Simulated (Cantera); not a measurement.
Input: 1 mol HMDSO, 2.5 mol NO, 15 mol H2, 2.6 mol H2O, held at 2023 K.

Method: chemical equilibrium by Gibbs-energy minimisation in Cantera with the NASA 1993 tables (ideal gas, pure condensed phases). Candidate condensed phases: C, C6H6, C7H8, C8H18, H2O, Si, SiC, SiO2, Si2N2O, Si3N4; 151 gas species. The feed counts by its element totals alone. Gases not in the tables: Si2H6 and higher silanes. Equilibrium is a limit: real reactors are often held back by kinetics, nucleation or transport.

**Question.** At 44.3 Torr, list the 5 most abundant gas species with their mole fractions, and the condensed phases.

**Answer.** H2 0.777, CO 0.148, N2 0.0364, SiO 0.0310, H 0.00689. Condensed: SiC(s).
